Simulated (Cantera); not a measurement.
A perfectly stirred reactor is fed with CH4 : H2 = 1 : 59 (molar parts), at 100000 Pa; it is held at 1875 K, and followed from long to short residence time.

Cantera simulation using GRI-Mech 3.0 (53 species, 325 reactions); the numbers are that mechanism's predictions, not measurements. GRI-Mech 3.0 stops at C3 and has no aromatics, soot or wall deposition, so with more carbon than oxygen in the feed, carbon stays in small species such as C2H2 where larger ones or solid carbon would form.

x: mole fraction; the columns are a selection and need not sum to one.

```tsv
τ (s)	x CH4	x H2	x C2H2	x C2H6	x CH2
26	0.00277	0.990	0.00672	8.41e-8	2.91e-8
11	0.00283	0.990	0.00669	8.60e-8	2.96e-8
4.8	0.00294	0.990	0.00664	9.02e-8	3.08e-8
2.1	0.00318	0.990	0.00652	___	3.32e-8
0.88	0.00368	0.989	0.00627	___	3.83e-8
0.38	0.00456	0.989	0.00584	___	4.71e-8
0.16	0.00598	0.988	0.00514	___	6.12e-8
0.071	0.00780	0.987	0.00424	___	7.90e-8
0.030	0.0101	0.986	0.00311	___	1.01e-7
0.013	0.0123	0.985	0.00202	___	1.21e-7
0.0056	0.0141	0.984	0.00112	___	1.36e-7
```

Task: Some entries are withheld; supply them.

Result: 
- 2.1, x C2H6: 9.97e-8
- 0.88, x C2H6: 1.22e-7
- 0.38, x C2H6: 1.70e-7
- 0.16, x C2H6: 2.68e-7
- 0.071, x C2H6: 4.35e-7
- 0.030, x C2H6: 7.06e-7
- 0.013, x C2H6: 1.03e-6
- 0.0056, x C2H6: 1.33e-6
